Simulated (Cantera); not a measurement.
An adiabatic, constant-pressure homogeneous reactor starts with C3H8 : O2 : N2 = 1 : 2.5 : 9.4 (molar parts), equivalence ratio 2.0, at 1125 K and 630 Torr. Integrator tolerance rtol = 1e-08.

Model: GRI-Mech 3.0 (53 species, 325 reactions), integrated in Cantera. GRI-Mech 3.0 was tuned for natural gas; its chemistry of propane as a main component is partial and can be far from experiment.

### Question
What does this change do: pressure from 630 Torr to 7200 Torr?

### Answer
```csv
quantity,before,after
time of steepest temperature rise,35.1 ms,7.63 ms
temperature at 0.200 s,2284 K,2301 K
equilibrium temperature,2284 K,2301 K
x(C3H8) at 0.200 s,<1e-12 (gas-phase equilibrium <1e-12),<1e-12 (gas-phase equilibrium <1e-12)
x(O2) at 0.200 s,2.19e-6 (gas-phase equilibrium 2.19e-6),2.33e-7 (gas-phase equilibrium 2.33e-7)
x(CH4) at 0.200 s,2.71e-11 (gas-phase equilibrium 3.03e-11),3.32e-9 (gas-phase equilibrium 3.71e-9)
x(OH) at 0.200 s,0.000412 (gas-phase equilibrium 0.000412),0.000137 (gas-phase equilibrium 0.000137)
x(CH3) at 0.200 s,1.32e-11 (gas-phase equilibrium 1.48e-11),5.19e-10 (gas-phase equilibrium 5.81e-10)
x(H) at 0.200 s,0.00367 (gas-phase equilibrium 0.00367),0.00119 (gas-phase equilibrium 0.00119)
```
